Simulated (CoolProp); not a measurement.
Vapour-liquid equilibrium of R245fa (1) + n-pentane (2) at 308.7 K; x and y are mole fractions of (1).

Model: multi-fluid Helmholtz-energy mixture model, Akasaka 2015 and Thol 2019; pair parameters Bell 2016, in CoolProp.

| x | bubble pressure, mixture model (kPa) | bubble pressure, Raoult's law (kPa) | y, mixture model | y, Raoult's law |
|---|---|---|---|---|
| 0.05 | 152.2 | 105.4 | 0.362 | 0.102 |
| 0.125 | 200.6 | 114.1 | 0.535 | 0.237 |
| 0.2 | 226.2 | 122.9 | 0.601 | 0.352 |
| 0.275 | 239.3 | 131.6 | 0.633 | 0.451 |
| 0.35 | 245.9 | 140.3 | 0.651 | 0.539 |
| 0.425 | 249.3 | 149.0 | 0.661 | 0.616 |
| 0.5 | 251.3 | 157.8 | 0.669 | 0.684 |
| 0.575 | 252.8 | 166.5 | 0.678 | 0.746 |
| 0.65 | 253.9 | 175.2 | 0.691 | 0.801 |
| 0.725 | 254.2 | 184.0 | 0.710 | 0.851 |
| 0.8 | 252.4 | 192.7 | 0.742 | 0.897 |
| 0.875 | 246.5 | 201.4 | 0.796 | 0.938 |
| 0.95 | 232.6 | 210.2 | 0.891 | 0.976 |

The largest gap from Raoult's law is +84.1 % in bubble pressure, at x = 0.2. y crosses x between x = 0.65 and 0.725: the model has an azeotrope there.

Pair parameters are fitted to limited data, so mixtures are less certain than the pure fluids. With so large a gap from Raoult's law the liquid may split in two, which this calculation doesn't test in full.
